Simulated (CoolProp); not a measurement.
Saturated liquid density (kg/m³) of CF4 (R14): the reference equation beside estimates from Tc = 227.4 K, pc = 3762 kPa, ω = 0.178. Rackett uses Z = 0.29056 − 0.08775 ω.

Model: reference Helmholtz-energy equation of state, Platzer 1990, in CoolProp. This equation is an older, rougher fit; its heat capacities, sound speeds and derivatives of the liquid may be far off and weren't checked against measurements.

```json
[
 {"T (K)": "137.5", "reference": "1643", "Rackett": "1716", "van der Waals": "1076", "Soave-Redlich-Kwong": "1612"},
 {"T (K)": "149.7", "reference": "1578", "Rackett": "1648", "van der Waals": "1035", "Soave-Redlich-Kwong": "1545"},
 {"T (K)": "161.9", "reference": "1510", "Rackett": "1575", "van der Waals": "989.1", "Soave-Redlich-Kwong": "1469"},
 {"T (K)": "174.1", "reference": "1435", "Rackett": "1495", "van der Waals": "938.5", "Soave-Redlich-Kwong": "1381"},
 {"T (K)": "186.3", "reference": "1353", "Rackett": "1407", "van der Waals": "881.0", "Soave-Redlich-Kwong": "1279"},
 {"T (K)": "198.5", "reference": "1256", "Rackett": "1304", "van der Waals": "813.6", "Soave-Redlich-Kwong": "1155"},
 {"T (K)": "210.7", "reference": "1134", "Rackett": "1175", "van der Waals": "729.3", "Soave-Redlich-Kwong": "998.5"},
 {"T (K)": "222.9", "reference": "934.5", "Rackett": "970.5", "van der Waals": "601.4", "Soave-Redlich-Kwong": "761.9"}
]
```

Absolute difference from the reference over all 8 rows, mean and median: Rackett 4.1 and 4.1 %, van der Waals 34.9 and 34.7 %, Soave-Redlich-Kwong 6.8 and 4.6 %.
